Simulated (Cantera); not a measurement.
What does this Cantera script print?

```python
import numpy as np
import cantera as ct

gas = ct.Solution("gri30.yaml")
gas.TPX = 2000, 44000, {'C2H6': 1, 'N2': 8.9}
reactor = ct.IdealGasConstPressureReactor(gas, energy="off", clone=False)
net = ct.ReactorNet([reactor])
net.rtol, net.atol = 1e-08, 1e-18
show = ['C2H6', 'H', 'C2H2', 'C2H4', 'CH2', 'C2H', 'CH3']
times = np.geomspace(2e-06, 80, 13)

steps = ct.SolutionArray(gas, extra=["t"])
rows = []
print(f"{'t/s':>10s}{'T/K':>9s}{'P/Pa':>11s}" + "".join(f"{s:>11s}" for s in show))
for t in times:
    while net.time < t:
        t_next = net.step()
        steps.append(gas.state, t=t_next)
    rows.append([np.interp(t, steps.t, y) for y in (steps.T, steps.P, *steps(*show).X.T)])
    print(f"{t:10.3e}{rows[-1][0]:9.1f}{rows[-1][1]:11.4g}" + "".join(f"{x:11.3e}" for x in rows[-1][2:]))
rate = np.gradient(steps.T, steps.t)
print("integrator steps:", len(steps.t))
if steps.T.max() > steps.T[0] + 200:
    print(f"time of steepest temperature rise: {steps.t[rate.argmax()]:.4e} s")
gas.TPX = 2000, 44000, {'C2H6': 1, 'N2': 8.9}
gas.equilibrate("TP")
print(f"equilibrium (TP): T = {gas.T:.1f} K  " + "  ".join(f"{s} {gas[s].X[0]:.3e}" for s in show))
```

It prints:

```
       t/s      T/K       P/Pa       C2H6          H       C2H2       C2H4        CH2        C2H        CH3
 2.000e-06   2000.0    4.4e+04  7.210e-02  9.013e-04  3.178e-05  3.963e-03  1.281e-04  1.297e-08  3.309e-02
 8.601e-06   2000.0    4.4e+04  1.078e-02  2.924e-03  1.242e-02  3.526e-02  2.673e-04  1.207e-05  3.678e-02
 3.699e-05   2000.0    4.4e+04  1.737e-04  1.565e-03  5.913e-02  1.118e-02  5.322e-05  1.492e-05  6.507e-03
 1.591e-04   2000.0    4.4e+04  2.609e-05  7.674e-04  7.265e-02  1.250e-03  1.224e-05  7.696e-06  2.309e-03
 6.840e-04   2000.0    4.4e+04  8.872e-06  7.230e-04  7.715e-02  2.951e-04  6.948e-06  7.081e-06  1.337e-03
 2.941e-03   2000.0    4.4e+04  1.386e-06  8.659e-04  8.149e-02  7.660e-05  3.487e-06  8.233e-06  5.439e-04
 1.265e-02   2000.0    4.4e+04  7.920e-08  9.794e-04  8.337e-02  4.288e-05  9.938e-07  9.200e-06  1.329e-04
 5.440e-02   2000.0    4.4e+04  4.673e-09  1.007e-03  8.378e-02  4.134e-05  2.409e-07  9.435e-06  3.100e-05
 2.339e-01   2000.0    4.4e+04  1.464e-09  1.010e-03  8.383e-02  4.132e-05  1.192e-07  9.455e-06  1.525e-05
 1.006e+00   2000.0    4.4e+04  1.427e-09  1.010e-03  8.377e-02  4.129e-05  1.171e-07  9.449e-06  1.498e-05
 4.326e+00   2000.0    4.4e+04  1.430e-09  1.010e-03  8.352e-02  4.117e-05  1.173e-07  9.421e-06  1.501e-05
 1.860e+01   2000.0    4.4e+04  1.433e-09  1.010e-03  8.262e-02  4.072e-05  1.178e-07  9.319e-06  1.507e-05
 8.000e+01   2000.0    4.4e+04  1.415e-09  1.010e-03  7.994e-02  3.941e-05  1.176e-07  9.017e-06  1.504e-05
integrator steps: 1509
equilibrium (TP): T = 2000.0 K  C2H6 5.942e-10  H 1.010e-03  C2H2 3.238e-02  C2H4 1.597e-05  CH2 7.675e-08  C2H 3.652e-06  CH3 9.817e-06
```

Computed with Cantera and GRI-Mech 3.0 (53 species, 325 reactions). GRI-Mech 3.0 stops at C3 and has no aromatics, soot or wall deposition, so with more carbon than oxygen in the feed, carbon stays in small species such as C2H2 where larger ones or solid carbon would form.
